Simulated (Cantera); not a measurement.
A closed system holds: 1 mol Si(CH₃)₄, 0.04 mol C₃H₈, 6 mol H₂, at 1977 °C and 0.100 bar.

These are equilibrium values from Cantera (NASA tables, ideal gas, pure condensed phases), not measurements of a reactor. Candidate condensed phases: C, C₆H₆, C₇H₈, C₈H₁₈, Si, SiC; 87 gas species. Gases not in the tables: Si₂H₆ and higher silanes. Equilibrium is a limit: real reactors are often held back by kinetics, nucleation or transport.

What is the equilibrium state?


```
Property                             Result
--------------------------------  ---------
x(H₂)                                 0.973
x(H)                                 0.0232
x(C₂H₂ (acetylene))                 0.00326
x(Si)                              0.000738
x(SiH)                              9.26e-5
x(SiC₂)                             8.53e-5
x(Si₂C)                             5.11e-5
x(SiH₂)                             4.54e-5
x(CH₄)                              2.24e-5
n(C(graphite))                     3.05 mol
n(SiC(s))                         0.987 mol
gas amount                        12.31 mol
log10 activity of Si(l) (absent)      -0.90
```
